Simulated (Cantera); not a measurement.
Input: 1 mol HgO, 4 mol N2, at 1.00 bar.

Equilibrium computed with Cantera from the NASA thermochemical tables; the gas is ideal and each condensed phase is pure. Candidate condensed phases: Hg, HgO; 10 gas species. Equilibrium is a limit: real reactors are often held back by kinetics, nucleation or transport.

Question: Which condensed phases are stable at each of these points (T (K)): 550, 600, 650, 700, 750, 800, 850, 900, 950, 1000?

Answer: 
```tsv
T (K)	condensed phases	Hg condensed (%)
550	HgO(s)	98.3
600	HgO(s)	89.4
650	HgO(s)	43.7
700	gas only	0.0
750	gas only	0.0
800	gas only	0.0
850	gas only	0.0
900	gas only	0.0
950	gas only	0.0
1000	gas only	0.0
```

From 550 K to 650 K the condensed part is HgO(s). From 700 K to 1000 K nothing is condensed.
